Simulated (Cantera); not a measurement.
Charge: 1 mol Pb, 0.087 mol CO, 0.71 mol H₂, held at 1.80 mbar.

Cantera equilibrium calculation (NASA polynomials, part measured and part estimated; ideal gas, pure solids and liquids). Candidate condensed phases: C, C₆H₆, C₇H₈, C₈H₁₈, H₂O, Pb, PbO, PbO₂, Pb₃O₄; 113 gas species. Kinetics and transport are ignored.

x: gas mole fraction; n: condensed amount in mol.

| T (°C) | x H₂ | x Pb | x CO | x H₂O | x CO₂ | n C(graphite) | n Pb(l) |
|---|---|---|---|---|---|---|---|
| 500 | 0.890 | 1.28e-5 | 0.0954 | … | 0.00400 | 0.00650 | 1.000 |
| 600 | 0.890 | 0.000353 | 0.108 | … | 0.000239 | 0.000267 | 1.000 |
| 700 | 0.886 | 0.00486 | 0.108 | … | 2.52e-5 | 0 | 0.996 |
| 800 | 0.855 | 0.0406 | 0.105 | … | 4.43e-6 | 0 | 0.966 |
| 900 | 0.682 | 0.234 | 0.0836 | … | 7.09e-7 | 0 | 0.756 |
| 1000 | 0.395 | 0.556 | 0.0484 | … | 7.59e-8 | 0 | 0 |
| 1100 | 0.395 | 0.556 | 0.0484 | … | 3.14e-8 | 0 | 0 |
| 1200 | 0.395 | 0.556 | 0.0484 | … | 1.77e-8 | 0 | 0 |
| 1300 | 0.395 | 0.556 | 0.0484 | … | 1.24e-8 | 0 | 0 |

Task: Fill in the missing entries.

Result: 
- 500, x H₂O: 0.00729
- 600, x H₂O: 0.000737
- 700, x H₂O: 0.000128
- 800, x H₂O: 3.34e-5
- 900, x H₂O: 7.37e-6
- 1000, x H₂O: 1.03e-6
- 1100, x H₂O: 5.28e-7
- 1200, x H₂O: 3.58e-7
- 1300, x H₂O: 2.94e-7
